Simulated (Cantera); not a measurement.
Charge: 1 mol K2CO3, a varied amount of H2O, 2.8 mol O2, equilibrated at 19.0 Pa.

Method: chemical equilibrium by Gibbs-energy minimisation in Cantera with the NASA 1993 tables (ideal gas, pure condensed phases). Candidate condensed phases: C, C6H6, C7H8, C8H18, H2O, K, KOH, KO2, K2CO3, K2O, K2O2; 116 gas species. Kinetics and transport are ignored.

Stable condensed phases, one row left out:

```
T in K \ n(H2O) in mol
         0.58 0.75 0.97  1.3  1.6  2.1  2.7  3.5  4.5  5.8
   1423     A    A    A    A    A    A    A    A    A    A
   1373     A    A    A    A    A    A    A    A    A    A
   1323     A    A    A    A    A    A    A    A    A    A
   1273     A    A    A    A    A    A    A    A    A    A
   1223     B    B    A    A    A    A    A    A    A    A
   1173     B    B    B    A    A    A    A    A    A    A
   1123     B    B    B    A    A    A    A    A    A    A
   1073     B    B    B    B    B    B    B    A    A    A
    973     B    B    B    B    B    B    B    B    B    B
    923     B    B    B    B    B    B    B    B    B    B
    873     B    B    B    B    B    B    B    B    B    B
    823     B    B    B    B    B    B    B    B    B    B
    773     B    B    B    B    B    B    B    B    B    B
```

A: gas only; B: K2CO3.

Give the row for 1023 K.

0.58: K2CO3; 0.75: K2CO3; 0.97: K2CO3; 1.3: K2CO3; 1.6: K2CO3; 2.1: K2CO3; 2.7: K2CO3; 3.5: K2CO3; 4.5: K2CO3; 5.8: K2CO3.
